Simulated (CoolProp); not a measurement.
Ethane along the isobar 4.62 MPa: density (kg/m³) from the reference equation and from simpler models built on Tc = 305.3 K, pc = 4.872 MPa, ω = 0.099; each cubic takes its own stable root.

Computed with CoolProp (reference Helmholtz-energy equation of state, Bücker 2006).

| T (K) | phase | reference | Redlich-Kwong | Soave-Redlich-Kwong |
|---|---|---|---|---|
| 280.9 | liquid | 394.0 | 346.7 | 351.9 |
| 307.5 | gas | 103.5 | 102.1 | 101.7 |
| 334.1 | gas | 70.52 | 71.04 | 70.16 |
| 360.7 | gas | 58.48 | 59.06 | 58.18 |
| 387.3 | gas | 51.10 | 51.63 | 50.79 |
| 413.9 | gas | 45.85 | 46.32 | 45.54 |
| 440.5 | gas | 41.82 | 42.24 | 41.51 |
| 467.1 | gas | 38.58 | 38.96 | 38.28 |
| 493.7 | gas | 35.90 | 36.25 | 35.61 |
| 520.3 | gas | 33.62 | 33.94 | 33.35 |
